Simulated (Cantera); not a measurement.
An isothermal, constant-pressure homogeneous reactor starts with 14.5 % H2, 85.5 % O2, equivalence ratio 0.085, at 1223 K and 9.00 Torr.

Model: GRI-Mech 3.0 (53 species, 325 reactions), integrated in Cantera. Radical loss at walls, strong at low pressure, is not modelled. The temperature is held fixed by assumption; the heat of reaction is taken as removed at once.

x: mole fraction; the columns are a selection and need not sum to one.

| t (s) | x H2 | x O2 | x H | x H2O | x HO2 | x O | x H2O2 |
|---|---|---|---|---|---|---|---|
| 4.00e-6 | 0.145 | 0.855 | 6.06e-10 | 1.37e-12 | 6.29e-10 | 2.48e-11 | <1e-12 |
| 1.49e-5 | 0.145 | 0.855 | 2.09e-9 | 6.16e-11 | … | 3.11e-10 | <1e-12 |
| 5.52e-5 | 0.145 | 0.855 | 7.49e-9 | 2.28e-9 | … | 3.47e-9 | 3.09e-12 |
| 0.000205 | 0.145 | 0.855 | 7.00e-8 | 9.57e-8 | … | 5.78e-8 | 4.25e-11 |
| 0.000761 | 0.145 | 0.855 | 7.01e-5 | 0.000132 | … | 6.16e-5 | 8.10e-10 |
| 0.00283 | 0.00532 | 0.765 | 0.0397 | 0.117 | 6.10e-6 | 0.0645 | 1.91e-7 |
| 0.0105 | 0.00391 | 0.790 | 0.0231 | 0.131 | 6.29e-6 | 0.0447 | 2.19e-7 |
| 0.0390 | 0.00124 | 0.828 | 0.00367 | 0.150 | … | 0.0130 | 2.33e-7 |
| 0.145 | 0.000115 | 0.842 | 0.000101 | 0.156 | … | 0.00119 | 1.15e-7 |
| 0.538 | 9.84e-6 | 0.843 | 2.57e-6 | 0.156 | … | 0.000103 | 3.31e-8 |
| 2.00 | 1.32e-6 | 0.843 | 1.28e-7 | 0.157 | … | 1.39e-5 | 8.89e-9 |

**Question.** Complete the blanks.

**Answer.** 
- 1.49e-5, x HO2: 2.34e-9
- 5.52e-5, x HO2: 8.69e-9
- 0.000205, x HO2: 3.24e-8
- 0.000761, x HO2: 3.40e-7
- 0.0390, x HO2: 5.26e-6
- 0.145, x HO2: 1.75e-6
- 0.538, x HO2: 2.70e-7
- 2.00, x HO2: 4.73e-8
